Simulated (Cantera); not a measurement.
A closed system holds: 1 mol Si3N4, 0.0069 mol C, 9.8 mol H2, held at 2123 K and 6.90 bar.

Cantera equilibrium calculation (NASA polynomials, part measured and part estimated; ideal gas, pure solids and liquids). Candidate condensed phases: C, C6H6, C7H8, C8H18, Si, SiC, Si3N4; 105 gas species. Mutual solubility and eutectic melting of coexisting phases are not modelled. Gases not in the tables: Si2H6 and higher silanes. Kinetics and transport are ignored.

Base state: H2 0.889, N2 0.109, H 0.00129, HCN 0.000467, SiH2 0.000182, CH4 0.000110, HNC 3.28e-5, NH3 3.16e-5 (mole fractions); condensed: Si(l) + Si3N4(s).

Task: What changes in the equilibrium state with this change: pressure from 6.90 bar to 0.0120 bar?

Result: 
| species | before | after |
|---|---|---|
| H2 | 0.889 | 0.791 |
| N2 | 0.109 | 0.164 |
| H | 0.00129 | 0.0291 |
| Si | 2.46e-5 | 0.0142 |
| CH4 | 0.000110 | 7.99e-8 |
| Si3 | 6.82e-8 | 3.92e-5 |
| Si2 | 3.37e-7 | 0.000194 |
| NH3 | 3.16e-5 | 5.66e-8 |
| Si2C | 8.45e-7 | 0.000256 |
| Si(l), mol | 1.79 | 2.80 |
| Si3N4(s), mol | 0.401 | 0 |
The tables' values for SiN are old estimates; treat these amounts as uncertain.
